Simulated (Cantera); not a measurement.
A freely propagating, adiabatic, planar premixed flame of CH4 : H2 : O2 : N2 = 1 : 0.08 : 2.29 : 7.79 (molar parts), equivalence ratio 0.89, unburnt at 675 K and 113 Torr; mixture-averaged transport, grid criteria slope 0.08 and curve 0.16, no radiation.

Model: GRI-Mech 3.0 (53 species, 325 reactions), integrated in Cantera. Burning velocities carry a grid error of a few per cent, more on coarse grids.

### Question
Predict: laminar burning velocity; thermal thickness; peak x(CH2).

### Answer
| Item | Result |
|---|---|
| laminar burning velocity | 256 cm/s |
| thermal thickness | 1.57 mm |
| peak x(CH2) | 6.97e-5 |
